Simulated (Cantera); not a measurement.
A freely propagating, adiabatic, planar premixed flame of CH₄ : C₂H₆ : O₂ : N₂ = 1 : 0.045 : 1.66 : 6.24 (molar parts), unburnt at 675 K and 1000000 Pa; unity-Lewis-number transport, grid criteria slope 0.08 and curve 0.16, no radiation.

Computed with Cantera and GRI-Mech 3.0 (53 species, 325 reactions). Unity Lewis numbers drop preferential diffusion, which matters most where H2 and H carry the flame. Burning velocities carry a grid error of a few per cent, more on coarse grids.

### Question
Predict: laminar burning velocity; thermal thickness; peak x(CH₂); peak x(H).

### Answer
```
Item                          Value
------------------------  ---------
laminar burning velocity  38.9 cm/s
thermal thickness         0.0907 mm
peak x(CH₂)                 4.86e-5
peak x(H)                   0.00291
```
